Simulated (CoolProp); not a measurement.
1-butene along the isotherm 94.95 °C: density (kg/m³) from the reference equation and from simpler models built on Tc = 146.1 °C, pc = 4006 kPa, ω = 0.192; each cubic takes its own stable root.

The numbers come from the reference Helmholtz-energy equation of state, Lemmon 2005 in CoolProp. It is a short technical equation, of lower accuracy than the large ones.

| p (kPa) | phase | reference | van der Waals | Redlich-Kwong | Peng-Robinson |
|---|---|---|---|---|---|
| 546 | gas | 10.84 | 10.63 | 10.77 | 10.88 |
| 1090 | gas | 23.99 | 22.80 | 23.54 | 24.06 |
| 2180 | liquid | 486.5 | 57.24 | 410.3 | 484.1 |
| 2730 | liquid | 489.7 | 302.9 | 416.8 | 489.6 |
| 3280 | liquid | 492.7 | 309.6 | 422.7 | 494.7 |
| 3820 | liquid | 495.5 | 315.2 | 428.0 | 499.3 |
| 4370 | liquid | 498.1 | 320.1 | 432.9 | 503.8 |
| 4920 | liquid | 500.7 | 324.5 | 437.5 | 508.0 |
| 5460 | liquid | 503.1 | 328.4 | 441.7 | 511.8 |
| 6010 | liquid | 505.4 | 332.0 | 445.8 | 515.6 |

At some of these states van der Waals gives the other phase, because its saturation line lies elsewhere.
